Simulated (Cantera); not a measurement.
Feed: 1 mol Si2H6, 540 mol H2, held at 0.133 bar.

Method: chemical equilibrium by Gibbs-energy minimisation in Cantera with the NASA 1993 tables (ideal gas, pure condensed phases). Candidate condensed phases: Si; 9 gas species. The feed counts by its element totals alone. Gases not in the tables: Si2H6 and higher silanes. Equilibrium is a limit: real reactors are often held back by kinetics, nucleation or transport.

x: gas mole fraction; n: condensed amount in mol.

```
T (K)   x H2       x H  x SiH2      x Si     x SiH     x Si2  n Si(s)  n Si(l)
-----  -----  --------  ------  --------  --------  --------  -------  -------
923     1.00  6.70e-10     [?]    <1e-12    <1e-12    <1e-12     2.00        0
998     1.00   5.89e-9     [?]    <1e-12    <1e-12    <1e-12     2.00        0
1073    1.00   3.84e-8     [?]    <1e-12    <1e-12    <1e-12     2.00        0
1148    1.00   1.96e-7     [?]  1.37e-12  1.06e-11    <1e-12     2.00        0
1223   1.000   8.23e-7     [?]  2.41e-11  1.14e-10    <1e-12     2.00        0
1298   1.000   2.93e-6     [?]  3.05e-10  9.34e-10    <1e-12     2.00        0
1373   1.000   9.12e-6     [?]   2.91e-9   6.04e-9  1.38e-12     2.00        0
1448   1.000   2.52e-5     [?]   2.19e-8   3.21e-8  1.91e-11     2.00        0
1523   1.000   6.33e-5     [?]   1.35e-7   1.44e-7  2.03e-10     2.00        0
1598   1.000  0.000146     [?]   7.01e-7   5.62e-7   1.73e-9     2.00        0
1673   1.000  0.000312     [?]   3.13e-6   1.93e-6   1.21e-8     1.99        0
1748   0.999  0.000626     [?]   1.09e-5   5.30e-6   5.61e-8        0     1.98
1823   0.999   0.00119     [?]   3.32e-5   1.29e-5   2.15e-7        0     1.96
```

Some entries are withheld; supply them.


- 923, x SiH2: 8.30e-12
- 998, x SiH2: 8.84e-11
- 1073, x SiH2: 6.77e-10
- 1148, x SiH2: 3.97e-9
- 1223, x SiH2: 1.87e-8
- 1298, x SiH2: 7.39e-8
- 1373, x SiH2: 2.51e-7
- 1448, x SiH2: 7.48e-7
- 1523, x SiH2: 2.01e-6
- 1598, x SiH2: 4.89e-6
- 1673, x SiH2: 1.10e-5
- 1748, x SiH2: 2.05e-5
- 1823, x SiH2: 3.51e-5
